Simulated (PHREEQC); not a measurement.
Solution (20 °C): 0.1 mol/kgw HF, 0.00019 mol/kgw NH4HF2 and 8.3e-05 mol/kgw HCl. Closed to the air; pH follows from the charge balance.

Model: ion-association model, phreeqc.dat, run in PHREEQC.

Each row changes one thing in this solution. No solid was allowed to form.

```json
[
 {"case": "as made", "pH": "2.04", "ionic strength (mol/kgw)": "0.0103", "HF (mol/kgw)": "0.0877", "F- (mol/kgw)": "0.00772", "HF2- (mol/kgw)": "0.00249"},
 {"case": "diluted 100-fold with water", "pH": "3.25", "ionic strength (mol/kgw)": "0.000576", "HF (mol/kgw)": "0.000428", "F- (mol/kgw)": "0.000574", "HF2- (mol/kgw)": "9.04e-7"},
 {"case": "HF from 0.1 to 1 mol/kgw", "pH": "1.26", "ionic strength (mol/kgw)": "0.0646", "HF (mol/kgw)": "0.886", "F- (mol/kgw)": "0.0152", "HF2- (mol/kgw)": "0.0494"},
 {"case": "temperature from 20 to 35 °C", "pH": "2.08", "ionic strength (mol/kgw)": "0.00918", "HF (mol/kgw)": "0.0889", "F- (mol/kgw)": "0.00666", "HF2- (mol/kgw)": "0.00243"},
 {"case": "HCl from 8.3e-05 to 0.000415 mol/kgw", "pH": "2.03", "ionic strength (mol/kgw)": "0.0105", "HF (mol/kgw)": "0.0879", "F- (mol/kgw)": "0.00761", "HF2- (mol/kgw)": "0.00246"}
]
```
